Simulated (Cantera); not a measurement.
A Cantera script and its output.

```python
import numpy as np
import cantera as ct

gas = ct.Solution("gri30.yaml")
gas.TPX = 550, 101325, {'H2': 1, 'O2': 0.455, 'N2': 1.71}
inlet = ct.Reservoir(gas, clone=True)
gas.equilibrate("HP")  # start burning
reactor = ct.IdealGasConstPressureReactor(gas, energy="on", clone=False)
exhaust = ct.Reservoir(gas, clone=True)
tau = [0.25, 0.092, 0.034, 0.013, 0.0047, 0.0017, 0.00064, 0.00024, 8.8e-05][0]
for a, b in ((inlet, reactor), (reactor, exhaust)):
    ct.MassFlowController(a, b, mdot=lambda t: reactor.mass / tau)
net = ct.ReactorNet([reactor])
show = ['H2', 'O2', 'H', 'NO', 'H2O2']

rows = []
print(f"{'tau/s':>10s}{'T/K':>9s}" + "".join(f"{s:>11s}" for s in show))
for tau in [0.25, 0.092, 0.034, 0.013, 0.0047, 0.0017, 0.00064, 0.00024, 8.8e-05]:
    net.initial_time = 0.0
    net.advance(30 * tau)
    before = gas.X
    net.advance(40 * tau)
    drift = np.max(np.abs(gas.X - before) / (gas.X + 1e-9))
    rows.append([gas.T, *gas[show].X, drift])
    print(f"{tau:10.3e}{gas.T:9.1f}" + "".join(f"{x:11.3e}" for x in gas[show].X))
```

It prints:

```
     tau/s      T/K         H2         O2          H         NO       H2O2
 2.500e-01   2518.3  4.236e-02  2.443e-03  5.735e-03  2.214e-03  1.154e-07
 9.200e-02   2515.5  4.251e-02  2.542e-03  5.883e-03  2.133e-03  1.179e-07
 3.400e-02   2508.1  4.289e-02  2.795e-03  6.267e-03  1.941e-03  1.238e-07
 1.300e-02   2490.8  4.381e-02  3.375e-03  7.166e-03  1.565e-03  1.358e-07
 4.700e-03   2449.6  4.600e-02  4.682e-03  9.332e-03  9.824e-04  1.580e-07
 1.700e-03   2368.7  5.003e-02  7.063e-03  1.387e-02  4.589e-04  1.941e-07
 6.400e-04   2244.3  5.519e-02  1.046e-02  2.173e-02  1.876e-04  2.627e-07
 2.400e-04   2077.4  6.020e-02  1.478e-02  3.384e-02  8.939e-05  4.249e-07
 8.800e-05   1875.3  6.419e-02  2.011e-02  5.035e-02  5.222e-05  8.674e-07
```

Cantera simulation using GRI-Mech 3.0 (53 species, 325 reactions); the numbers are that mechanism's predictions, not measurements.
